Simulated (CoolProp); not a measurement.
Normal hydrogen at 350.4 K and 1.92 MPa is throttled through a valve to 0.0854 MPa with no heat exchange. Each further row changes one setting.

The numbers come from the reference Helmholtz-energy equation of state, Leachman 2009 in CoolProp.

```
case                        final density (kg/m³)
--------------------------  ---------------------
as stated                                  0.0589
outlet pressure 0.0256 MPa                 0.0177
outlet pressure 0.111 MPa                  0.0766
```
